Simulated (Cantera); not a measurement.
Mixture: CO : H2 : CH4 : O2 : N2 : H2O = 1 : 0.036 : 0.14 : 0.998 : 3.75 : 0.73 (molar parts), equivalence ratio 0.80, at 1.01 bar, adiabatic and at constant pressure. Ignition delay is the time to a rise of 400 K.

Computed with Cantera and GRI-Mech 3.0 (53 species, 325 reactions). Below about 1000 K GRI-Mech 3.0 lacks low-temperature oxidation paths. Below about 950 K walls govern HO2 and H2O2 in real vessels.

**Question.** What does this change do: pressure from 1.01 bar to 0.740 bar?

**Answer.** 
```csv
quantity,before,after
delay at 925 K,90.5 ms,81.3 ms
delay at 1125 K,3.03 ms,3.60 ms
delay at 1325 K,0.597 ms,0.750 ms
delay at 1525 K,0.195 ms,0.260 ms
apparent activation energy between 1425 and 1625 K,89 kJ/mol,84 kJ/mol
```

**Question.** What does this change do: constant volume in place of constant pressure?

**Answer.** 
| quantity | before | after |
|---|---|---|
| delay at 925 K | 90.5 ms | 79.8 ms |
| delay at 1125 K | 3.03 ms | 2.85 ms |
| delay at 1325 K | 0.597 ms | 0.567 ms |
| delay at 1525 K | 0.195 ms | 0.181 ms |
| apparent activation energy between 1425 and 1625 K | 89 kJ/mol | 93 kJ/mol |

**Question.** What does this change do: pressure from 1.01 bar to 16.0 bar?

**Answer.** 
```json
[
 {"quantity": "delay at 925 K", "before": "90.5 ms", "after": "84.3 ms"},
 {"quantity": "delay at 1125 K", "before": "3.03 ms", "after": "1.79 ms"},
 {"quantity": "delay at 1325 K", "before": "0.597 ms", "after": "0.140 ms"},
 {"quantity": "delay at 1525 K", "before": "0.195 ms", "after": "27.3 µs"},
 {"quantity": "apparent activation energy between 1425 and 1625 K", "before": "89 kJ/mol", "after": "130 kJ/mol"}
]
```
The pressure lies above the range GRI-Mech 3.0 was tuned for (to about 10 atm).
